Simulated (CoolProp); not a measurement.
Vapour-liquid equilibrium of R22 (1) + R152A (2) at 0.0825 MPa; x and y are mole fractions of (1).

Values from CoolProp's multi-fluid Helmholtz-energy mixture model, Kamei 1995 and Outcalt 1996; pair parameters Bell 2016.

| x | bubble temperature (°C) | y at the bubble point | dew temperature at overall composition x (°C) | liquid density (mol/L) |
|---|---|---|---|---|
| 0.05 | -29.4 | 0.086 | -29.1 | 15.50 |
| 0.125 | -30.7 | 0.207 | -29.8 | 15.57 |
| 0.2 | -32.0 | 0.318 | -30.7 | 15.65 |
| 0.275 | -33.3 | 0.420 | -31.5 | 15.72 |
| 0.35 | -34.6 | 0.514 | -32.4 | 15.80 |
| 0.425 | -35.9 | 0.599 | -33.4 | 15.88 |
| 0.5 | -37.2 | 0.676 | -34.4 | 15.95 |
| 0.575 | -38.4 | 0.746 | -35.5 | 16.03 |
| 0.65 | -39.7 | 0.807 | -36.7 | 16.11 |
| 0.725 | -40.9 | 0.861 | -38.0 | 16.18 |
| 0.8 | -42.1 | 0.908 | -39.5 | 16.26 |
| 0.875 | -43.3 | 0.948 | -41.3 | 16.33 |
| 0.95 | -44.4 | 0.981 | -43.4 | 16.40 |

No azeotrope shows between x = 0.05 and 0.95.

The pair parameters rest on a limited set of measurements; away from them the model extrapolates.
